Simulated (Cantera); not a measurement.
Input: 1 mol Pb, 0.23 mol CO, a varied amount of H2, equilibrated at 210000 Pa.

Method: chemical equilibrium by Gibbs-energy minimisation in Cantera with the NASA 1993 tables (ideal gas, pure condensed phases). Candidate condensed phases: C, C6H6, C7H8, C8H18, H2O, Pb, PbO, PbO2, Pb3O4; 113 gas species. The numbers say what is thermodynamically allowed, not how fast it happens.

Stable condensed phases, one row left out:

```
T in K \ n(H2) in mol
         0.11 0.17 0.26  0.4 0.62 0.97  1.5  2.3  3.6  5.6  8.6
   1573     A    A    B    B    B    B    B    B    B    B    B
   1523     A    A    B    B    B    B    B    B    B    B    B
   1473     A    A    B    B    B    B    B    B    B    B    B
   1423     A    A    B    B    B    B    B    B    B    B    B
   1373     A    A    A    B    B    B    B    B    B    B    B
   1323     A    A    A    B    B    B    B    B    B    B    B
   1273     A    A    A    B    B    B    B    B    B    B    B
   1223     A    A    A    A    B    B    B    B    B    B    B
   1123     A    A    A    A    A    B    B    B    B    B    B
   1073     A    A    A    A    A    B    B    B    B    B    B
   1023     A    A    A    A    A    B    B    B    B    B    B
    973     A    A    A    A    A    B    B    B    B    B    B
    923     A    A    A    A    A    B    B    B    B    B    B
```

A: C + Pb; B: Pb.

### Question
Give the row for 1173 K.

### Answer
0.11: C + Pb; 0.17: C + Pb; 0.26: C + Pb; 0.4: C + Pb; 0.62: Pb; 0.97: Pb; 1.5: Pb; 2.3: Pb; 3.6: Pb; 5.6: Pb; 8.6: Pb.
